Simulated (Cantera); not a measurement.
A Cantera script and what it prints.

```python
import numpy as np
import cantera as ct

gas_names = """
    H H2 N NH NH2 NH3 N2 N2H2 N2H4 Si SiH SiH2 SiH3 SiH4 SiN Si2 Si2N Si3
""".split()
cond_names = """
    Si(cr) Si(L) Si3N4(a)
""".split()


# ... load() reads the species with a 1 bar reference pressure and builds the phases ...
atoms = {
    'trisilylamine': {'Si': 3, 'N': 1, 'H': 9},
    'NH3': {'N': 1, 'H': 3},
    'H2': {'H': 2},
}
top_T = {'Si3N4(a)': 2400}  # K; cautious upper limits of use, not melting points


# ... equilibrate(T, P, feed) seeds the gas with the atoms and calls Mixture.equilibrate('TP', solver="vcs", rtol=1e-11, max_steps=5000) ...
results = []
T = 1525  # K
P = 133.322  # Pa
for m in [2.5, 4, 6.3, 9.9, 16, 25, 39, 62, 97]:
    feed = {'trisilylamine': 1, 'NH3': 1.3, 'H2': m}  # mol
    mix = equilibrate(T, P, feed)
    results.append((T, P, feed, dict(zip(mix.species_names, mix.species_moles))))

top = {s: max(r[3][s] / sum(r[3][g] for g in gas_names) for r in results) for s in gas_names}
cols = sorted((s for s in top if top[s] > 1e-06), key=lambda s: -top[s])[:7]
seen = [c for c in cond_names if any(r[3].get(c, 0) > 1e-12 for r in results)]
print("log10 of partial pressures in bar; condensed amounts in mol")
print(f"{'n(H2)':>10s}" + "".join(f"{s[:9]:>10s}" for s in cols + seen))
for T, P, feed, n in results:
    ng = sum(n[g] for g in gas_names)
    print(f"{feed['H2']:10.4g}" + "".join(f"{np.log10(max(n[s] / ng * P / 1e5, 1e-99)):10.3f}" for s in cols)
          + "".join(f"{n.get(c, 0):10.4g}" for c in seen))
```

Result:

```
log10 of partial pressures in bar; condensed amounts in mol
     n(H2)        H2        N2         H        Si      SiH2       SiH    Si(cr)  Si3N4(a)
       2.5    -2.901    -4.114    -6.077    -7.724    -8.588    -8.712     2.097     0.301
         4    -2.901    -4.114    -6.077    -7.724    -8.588    -8.712     2.234    0.2551
       6.3    -2.901    -4.114    -6.077    -7.724    -8.588    -8.712     2.446    0.1847
       9.9    -2.901    -4.114    -6.077    -7.724    -8.588    -8.712     2.776   0.07449
        16    -2.897    -4.187    -6.075    -7.724    -8.584    -8.710         3         0
        25    -2.891    -4.328    -6.072    -7.724    -8.578    -8.707     2.999         0
        39    -2.886    -4.483    -6.069    -7.724    -8.573    -8.705     2.999         0
        62    -2.883    -4.657    -6.067    -7.724    -8.570    -8.703     2.999         0
        97    -2.880    -4.834    -6.066    -7.724    -8.567    -8.702     2.998         0
```

Equilibrium computed with Cantera from the NASA thermochemical tables; the gas is ideal and each condensed phase is pure. The feed counts by its element totals alone. Mutual solubility and eutectic melting of coexisting phases are not modelled.
